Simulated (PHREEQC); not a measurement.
## Brine: speciation

Dissolve 1.7 mol/kgw Na2SO4, 0.19 mol/kgw NaHCO3 and 0.0012 mol/kgw H4SiO4 at 25 °C. Closed to the air; pH follows from the charge balance.

All values are PHREEQC results (Pitzer model, pitzer.dat), not measurements.

No solid was allowed to form.

**Question.** Predict the pH, osmotic coefficient, activity of water.

**Answer.** pH 7.43; osmotic coefficient 0.630; activity of water 0.940.

**Question.** In which forms is C present?

**Answer.** HCO3- 98 %, CO2 1.0 %, CO3-2 1.0 % of the C.

Species that the database lacks are ignored. In brines, pH and single-ion activities rest on the MacInnes convention.
